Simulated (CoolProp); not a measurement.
Vapour-liquid equilibrium of propane (1) + isohexane (2) at 23.9 kPa; x and y are mole fractions of (1).

Computed with CoolProp (multi-fluid Helmholtz-energy mixture model, Lemmon 2009 and Lemmon 2006; pair parameters Bell 2016).

```tsv
x	bubble temperature (K)	y at the bubble point	dew temperature at overall composition x (K)	liquid density (mol/L)
0.05	264.4	0.773	293.0	8.037
0.2	232.4	0.975	289.1	8.923
0.35	220.8	0.992	284.6	9.686
0.5	214.3	0.996	279.2	10.49
0.65	209.9	0.998	272.3	11.36
0.8	206.5	0.999	262.2	12.35
0.95	203.7	1.000	241.1	13.48
```

No azeotrope shows between x = 0.05 and 0.95.

Pair parameters are fitted to limited data, so mixtures are less certain than the pure fluids.
